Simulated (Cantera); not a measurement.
Mixture: 5.92 % CH4, 18.2 % O2, 68.7 % N2, 7.11 % H2O, equivalence ratio 0.65, at 28.0 bar, adiabatic and at constant volume. Ignition delay is the time to a rise of 400 K.

Model: GRI-Mech 3.0 (53 species, 325 reactions), integrated in Cantera. The pressure lies above the range GRI-Mech 3.0 was tuned for (to about 10 atm).

**Question.** Predict: delay at 1225 K; delay at 1425 K; delay at 1625 K; delay at 1825 K; apparent activation energy between 1725 and 1925 K.

**Answer.** 
```
Item                                                     Value
--------------------------------------------------  ----------
delay at 1225 K                                       0.986 ms
delay at 1425 K                                       0.125 ms
delay at 1625 K                                        22.8 µs
delay at 1825 K                                        5.30 µs
apparent activation energy between 1725 and 1925 K  180 kJ/mol
```
